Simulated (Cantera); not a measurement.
Charge: 1 mol SiH₂Cl₂, 0.57 mol N₂, 63 mol H₂, at 902 °C and 47.0 mbar.

Equilibrium computed with Cantera from the NASA thermochemical tables; the gas is ideal and each condensed phase is pure. N₂ is the only nitrogen source here; it is nearly inert below about 1500 K, so the nitride shown seldom forms there in practice. The tables' values for SiCl₃ are old estimates; treat these amounts as uncertain. Rates play no part.

| species | before | after |
|---|---|---|
| H₂ | 0.973 | 0.972 |
| HCl | 0.0248 | 0.0266 |
| SiCl₂ | 0.00111 | 0.00166 |
| SiH₂Cl₂ | 4.83e-5 | 7.80e-6 |
| SiHCl₃ | 0.000408 | 7.06e-5 |
| SiCl₄ | 0.000441 | 8.18e-5 |
| SiCl₃ | 0.000224 | 0.000118 |
| Si₃N₄(s), mol | 0.285 | 0.285 |
| Si(s), mol | 0 | 0.0196 |
Gas species are given as mole fractions.

### Question
Which change was made?
A. SiH₂Cl₂ replaced by SiCl₄
B. temperature from 902 °C to 527 °C
C. temperature from 902 °C to 1652 °C
D. pressure from 47.0 mbar to 5.10 mbar

### Answer
D, pressure from 47.0 mbar to 5.10 mbar. Mutual solubility and eutectic melting of coexisting phases are not modelled
